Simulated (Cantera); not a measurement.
Feed: 1 mol KCl, 3.7 mol HCl, 0.39 mol H2, held at 1627 °C and 0.0110 bar.

Equilibrium computed with Cantera from the NASA thermochemical tables; the gas is ideal and each condensed phase is pure. Equilibrium is a limit: real reactors are often held back by kinetics, nucleation or transport.

```csv
species,before,after
HCl,0.707,0.758
KCl,0.195,0.119
H2,0.0819,0.0799
K2Cl2,4.33e-5,0.0431
Cl,0.0141,9.71e-7
H,0.00217,1.15e-7
K,0.000170,9.59e-9
```
Gas species are given as mole fractions.

Task: Name the change that produced these shifts.
A. temperature from 1627 °C to 1402 °C
B. pressure from 0.0110 bar to 0.00390 bar
C. H2 from 0.39 to 58 mol
D. temperature from 1627 °C to 850 °C

Result: D, temperature from 1627 °C to 850 °C
